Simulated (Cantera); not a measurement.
Input: 1 mol Si3N4, 0.19 mol CO2, 2.5 mol N2, 0.026 mol O2, equilibrated at 0.133 bar.

Equilibrium computed with Cantera from the NASA thermochemical tables; the gas is ideal and each condensed phase is pure. Candidate condensed phases: C, Si, SiC, SiO2, Si2N2O, Si3N4; 34 gas species. Mutual solubility and eutectic melting of coexisting phases are not modelled. The numbers say what is thermodynamically allowed, not how fast it happens. All values below are at 1573 K.

Base state: N2 0.999, CO 0.000878 (mole fractions); condensed: SiC(s) + Si2N2O(s) + Si3N4(s).

**Question.** What changes in the equilibrium state with this change: 0.0037 mol NH3 added?

**Answer.** 
```json
[
 {"species": "N2", "before": "0.999", "after": "0.997"},
 {"species": "H2", "before": "0", "after": "0.00197"},
 {"species": "CO", "before": "0.000878", "after": "0.000876"},
 {"species": "HCN", "before": "0", "after": "5.84e-5"},
 {"species": "SiC(s), mol", "before": "0.188", "after": "0.187"},
 {"species": "Si2N2O(s), mol", "before": "0.430", "after": "0.430"},
 {"species": "Si3N4(s), mol", "before": "0.651", "after": "0.651"}
]
```
Further candidate phases: C6H6, C7H8, C8H18, H2O.
